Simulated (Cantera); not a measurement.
A freely propagating, adiabatic, planar premixed flame of CO : H2 : O2 : N2 : H2O = 1 : 1.2 : 1.21 : 5.92 : 0.23 (molar parts), unburnt at 650 K and 5.00 bar; mixture-averaged transport, grid criteria slope 0.08 and curve 0.16, no radiation.

Model: GRI-Mech 3.0 (53 species, 325 reactions), integrated in Cantera. The hydrogen kinetics of GRI-Mech 3.0 are dated; newer H2 mechanisms differ, most at raised pressure. Burning velocities carry a grid error of a few per cent, more on coarse grids.

Q: How do the results move with these cheaper or finer settings: unity-Lewis-number transport; multicomponent transport; multicomponent+Soret transport; grid criteria slope 0.5, curve 1; grid criteria slope 0.25, curve 0.5; grid criteria slope 0.03, curve 0.06?

A: 
| setting | laminar burning velocity | thermal thickness | peak x(HO2) | peak x(OH) | grid points |
|---|---|---|---|---|---|
| as above | 210 cm/s | 0.0917 mm | 0.000600 | 0.00792 | 106 |
| unity-Lewis-number transport | 212 cm/s | 0.0738 mm | 0.000464 | 0.00833 | 104 |
| multicomponent transport | 210 cm/s | 0.0911 mm | 0.000601 | 0.00792 | 106 |
| multicomponent+Soret transport | 199 cm/s | 0.0918 mm | 0.000584 | 0.00784 | 106 |
| grid criteria slope 0.5, curve 1 | 242 cm/s | 0.113 mm | 0.000562 | 0.00783 | 34 |
| grid criteria slope 0.25, curve 0.5 | 219 cm/s | 0.0988 mm | 0.000571 | 0.00784 | 45 |
| grid criteria slope 0.03, curve 0.06 | 212 cm/s | 0.0896 mm | 0.000607 | 0.00801 | 259 |
The base run took around 10 core-seconds (rough).
Unity Lewis numbers drop preferential diffusion, which matters most where H2 and H carry the flame; Soret adds thermal diffusion.
